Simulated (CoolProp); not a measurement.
Properties of R115 along the isobar 5.07 MPa (Tc = 353.1 K, pc = 3.129 MPa, ω = 0.248).

The numbers come from the reference Helmholtz-energy equation of state, Lemmon 2016 in CoolProp.

| T (K) | phase | density (kg/m³) | cv (kJ/(kg K)) | speed of sound (m/s) | expansivity (1/kK) | fugacity coefficient |
|---|---|---|---|---|---|---|
| 332.3 | liquid | 1162 | 0.7619 | … | 5.036 | 0.3431 |
| 350.9 | liquid | 1035 | 0.7919 | 206.3 | … | … |
| 369.6 | supercritical | 823.0 | … | 125.8 | 19.48 | 0.5483 |
| 388.2 | supercritical | 519.3 | 0.8512 | … | 21.68 | 0.6317 |
| 406.8 | supercritical | 386.7 | 0.8421 | 110.0 | 11.69 | 0.6920 |
| 425.5 | supercritical | 323.7 | 0.8446 | 120.9 | 7.877 | 0.7393 |
| 444.1 | supercritical | 284.9 | 0.8525 | … | 6.015 | 0.7778 |
| 462.7 | supercritical | 257.6 | 0.8624 | 138.5 | 4.913 | 0.8100 |
| 481.4 | supercritical | 236.7 | … | 145.8 | 4.179 | 0.8375 |
| 500 | supercritical | 220.1 | 0.8840 | … | 3.659 | 0.8610 |

Q: What belongs in the gaps?

A: 
- 332.3, speed of sound (m/s): 280.6
- 350.9, expansivity (1/kK): 7.946
- 350.9, fugacity coefficient: 0.4457
- 369.6, cv (kJ/(kg K)): 0.8336
- 388.2, speed of sound (m/s): 99.59
- 444.1, speed of sound (m/s): 130.3
- 481.4, cv (kJ/(kg K)): 0.8732
- 500, speed of sound (m/s): 152.4
